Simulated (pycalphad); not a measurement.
An equivalent pycalphad script:

```python
from pycalphad import Database, equilibrium, calculate, variables as v
import numpy as np
db = Database('COST507.tdb')
comps = ['SI', 'SN', 'VA']
phases = ['BCT_A5', 'DIAMOND_A4', 'LIQUID']
eq = equilibrium(db, comps, phases, {v.X('SN'): 0.722, v.T: np.arange(2350, 499, -100), v.P: 101325, v.N: 1}, output=['HM', 'SM'])
```

Computed with pycalphad from the COST 507 light-alloy database (1999), at 1 atm. The database dates from 1999; later assessments differ in places, in temperatures and in the compounds included. Amounts are mole fractions of atoms.

Results at three of the temperatures:

```
T = 2050.00 K, P = 101325 Pa, N = 1 mol of atoms
G = -170330 J/mol, H = 72892 J/mol, S = 118.64 J/(mol K)  (SER reference)
chemical potentials (J/mol): Si -111543, Sn -192965
phase             fraction      x(Si)      x(Sn)
LIQUID              1.0000     0.2780     0.7220
```

```
T = 1650.00 K, P = 101325 Pa, N = 1 mol of atoms
G = -124048 J/mol, H = 61650 J/mol, S = 112.54 J/(mol K)  (SER reference)
chemical potentials (J/mol): Si -69679, Sn -144982
phase             fraction      x(Si)      x(Sn)
LIQUID              1.0000     0.2780     0.7220
```

```
T = 1350.00 K, P = 101325 Pa, N = 1 mol of atoms
G = -92625 J/mol, H = 37166 J/mol, S = 96.14 J/(mol K)  (SER reference)
chemical potentials (J/mol): Si -48424, Sn -109645
phase             fraction      x(Si)      x(Sn)
LIQUID              0.7620     0.0525     0.9475
DIAMOND_A4          0.2380     1.0000   3.43e-07
```

Changes of the phase set, refined by bisection:

```json
[
 {"T (K)": "1557.6", "phases above": "liquid", "phases below": "diamond (Si) + liquid"}
]
```

DIAMOND_A4 is diamond (Si).
